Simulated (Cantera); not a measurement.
## Silicon etching in halogen gases: Si + Br₂ + H₂

Input: 1 mol Si, 2.4 mol Br₂, a varied amount of H₂, at 1550 K and 1.13 Torr.

Cantera equilibrium calculation (NASA polynomials, part measured and part estimated; ideal gas, pure solids and liquids). Candidate condensed phases: Br₂, Si; 19 gas species. The tables' values for SiBr₃, SiBr are old estimates; treat these amounts as uncertain. The numbers say what is thermodynamically allowed, not how fast it happens.

| n(H₂) (mol) | log p H₂ | log p HBr | log p SiBr₂ | log p Br | log p H | n Si(s) |
|---|---|---|---|---|---|---|
| 9.2 | -2.99 | -3.48 | -3.90 | -4.56 | -6.00 | 0 |
| 12 | -2.96 | -3.57 | -3.99 | -4.67 | -5.98 | 0 |
| 15 | -2.93 | -3.65 | -4.07 | -4.77 | -5.97 | 0 |
| 18 | -2.91 | -3.72 | -4.14 | -4.84 | -5.96 | 0 |
| 23 | -2.90 | -3.79 | -4.27 | -4.92 | -5.95 | 0.0844 |
| 29 | -2.88 | -3.85 | -4.41 | -4.99 | -5.94 | 0.181 |
| 36 | -2.87 | -3.92 | -4.55 | -5.06 | -5.94 | 0.269 |
| 46 | -2.86 | -3.99 | -4.71 | -5.14 | -5.93 | 0.364 |
| 57 | -2.86 | -4.06 | -4.86 | -5.21 | -5.93 | 0.441 |
| 72 | -2.85 | -4.14 | -5.02 | -5.29 | -5.93 | 0.520 |
| 90 | -2.85 | -4.22 | -5.18 | -5.38 | -5.92 | 0.588 |
log p: log10 of the partial pressure in bar; n: condensed amount in mol.

From 9.2 mol H₂ to 18 mol H₂ nothing is condensed. From 23 mol H₂ to 90 mol H₂ the condensed part is Si(s). The main Si-bearing gas is SiBr₂ throughout.
